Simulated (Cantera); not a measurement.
A freely propagating, adiabatic, planar premixed flame of 27.9 % CO, 11.5 % H2, 0.866 % CH4, 15.3 % O2, 44.4 % N2, equivalence ratio 1.4, unburnt at 375 K and 3900 Torr; multicomponent+Soret transport, grid criteria slope 0.08 and curve 0.16, no radiation.

Cantera simulation using GRI-Mech 3.0 (53 species, 325 reactions); the numbers are that mechanism's predictions, not measurements. Burning velocities carry a grid error of a few per cent, more on coarse grids.

Predict: laminar burning velocity; thermal thickness; peak x(OH).


```
Quantity                      Value
------------------------  ---------
laminar burning velocity   154 cm/s
thermal thickness         0.0581 mm
peak x(OH)                   0.0115
```
